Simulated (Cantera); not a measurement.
Input: 1 mol Al, 1.7 mol Cl2, 1.3 mol HCl, held at 0.133 bar.

Equilibrium computed with Cantera from the NASA thermochemical tables; the gas is ideal and each condensed phase is pure. Candidate condensed phases: Al, AlCl3; 12 gas species. The numbers say what is thermodynamically allowed, not how fast it happens.

**Question.** At 1200 K, list the 5 most abundant gas species with their mole fractions, and the condensed phases.

**Answer.** HCl 0.519, AlCl3 0.399, Cl2 0.0781, Cl 0.00362, Al2Cl6 0.000217. Condensed: gas only.
